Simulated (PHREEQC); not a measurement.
A solution holds 0.12 mol KOH and 0.011 mol CO2 per kg of water, at 25 °C. Closed to the air; pH follows from the charge balance.

All values are PHREEQC results (ion-association model, phreeqc.dat), not measurements.

Precipitation was switched off in this run.

Task: Predict the pH.

Result: pH 12.86.
